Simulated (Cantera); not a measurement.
Ammonia decomposition in nitride growth gas

An isothermal, constant-pressure homogeneous reactor starts with NH3 : H2 : N2 = 1 : 21 : 0.19 (molar parts), at 2123 K and 0.0950 bar.

Computed with Cantera and the gas-phase N/H chemistry of the illustrative SiF4/NH3 mechanism in the Surface Chemkin manual (1991). Walls and surfaces, which speed up NH3 decomposition in real reactors, are not modelled.

```csv
t (s),x NH3,x H2,x N2H2,x H,x N2H4,x N
5.00e-5,0.0451,0.946,4.75e-12,1.68e-5,<1e-12,1.41e-12
0.000168,0.0451,0.946,5.86e-11,5.67e-5,1.18e-12,5.76e-11
0.000561,0.0450,0.946,8.58e-10,0.000190,1.30e-11,2.21e-9
0.00188,0.0449,0.946,1.63e-8,0.000629,1.41e-10,8.02e-8
0.00630,0.0443,0.945,2.24e-7,0.00170,9.99e-10,1.54e-6
0.0211,0.0393,0.947,3.11e-7,0.00210,1.20e-9,2.56e-6
0.0707,0.0256,0.954,2.01e-7,0.00247,6.93e-10,2.67e-6
0.237,0.00464,0.963,3.74e-8,0.00474,8.15e-11,3.35e-6
0.794,4.94e-5,0.959,4.35e-11,0.0114,<1e-12,5.12e-7
2.66,7.93e-6,0.959,1.15e-12,0.0115,<1e-12,8.34e-8
8.91,2.09e-6,0.959,<1e-12,0.0115,<1e-12,2.20e-8
29.8,6.34e-7,0.959,<1e-12,0.0115,<1e-12,6.67e-9
100,2.84e-7,0.959,<1e-12,0.0115,<1e-12,2.99e-9
```
x: mole fraction; the columns are a selection and need not sum to one.

Equilibrium at this temperature and pressure: NH3 2.54e-7, H2 0.959, N2H2 <1e-12, H 0.0115, N2H4 <1e-12, N 2.67e-9 (gas phase only).
